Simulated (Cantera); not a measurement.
Input: 1 mol Al2O3, 2500 mol H2, 38 mol N2, at 1448.15 K and 1 atm.

Cantera equilibrium calculation (NASA polynomials, part measured and part estimated; ideal gas, pure solids and liquids). Candidate condensed phases: Al, AlN, Al2O3, H2O; 35 gas species. Mutual solubility and eutectic melting of coexisting phases are not modelled. Kinetics and transport are ignored.

Base state: H2 0.985, N2 0.0150 (mole fractions); condensed: AlN(s) + Al2O3(s).

**Question.** What changes in the equilibrium state with this change: temperature from 1448.15 K to 2173.15 K?

**Answer.** 
```json
[
 {"species": "H2", "before": "0.985", "after": "0.980"},
 {"species": "N2", "before": "0.0150", "after": "0.0149"},
 {"species": "H", "before": "9.11e-6", "after": "0.00475"},
 {"species": "H2O", "before": "4.59e-6", "after": "0.000459"},
 {"species": "Al", "before": "<1e-9", "after": "0.000148"},
 {"species": "Al2O", "before": "<1e-9", "after": "8.94e-5"},
 {"species": "AlOH", "before": "<1e-9", "after": "2.92e-5"},
 {"species": "AlH", "before": "<1e-9", "after": "2.91e-5"},
 {"species": "AlN(s), mol", "before": "0.00776", "after": "0"},
 {"species": "Al2O3(s), mol", "before": "0.996", "after": "0.509"}
]
```
The tables' values for AlOH are old estimates; treat these amounts as uncertain.
